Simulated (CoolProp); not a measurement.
Properties of R141b along the isobar 28.6 bar (Tc = 477.5 K, pc = 42.12 bar, ω = 0.220).

Model: reference Helmholtz-energy equation of state, Lemmon 2006, in CoolProp. It is a short technical equation, of lower accuracy than the large ones.

```
T (K)   phase  density (kg/m³)  cv (kJ/(kg K))  isothermal compressibility (1/MPa)  conductivity (mW/(m K))  Prandtl number
-----  ------  ---------------  --------------  ----------------------------------  -----------------------  --------------
303.6  liquid             1229          0.8113                            0.001733                     90.5            5.05
322.5  liquid             1192          0.8276                            0.002129                     85.4            4.48
341.4  liquid             1154          0.8448                            0.002665                     80.5            4.03
360.3  liquid             1113          0.8627                            0.003418                     75.9            3.68
379.2  liquid             1068          0.8810                            0.004536                     71.4            3.38
398.1  liquid             1019          0.8999                            0.006327                     67.3            3.13
417    liquid            962.6          0.9195                            0.009575                     63.3            2.92
435.9  liquid            893.5          0.9413                             0.01701                     59.6            2.75
454.8     gas            143.3          0.9940                              0.7561                     30.6           0.860
473.8     gas            121.0          0.9710                              0.5641                     30.3           0.703
```

Viscosity comes from a separate model (Huber 2003), an estimate that may be off by 10 % or more. Thermal conductivity comes from a separate model (Huber 2003), an estimate that may be off by 10 % or more.
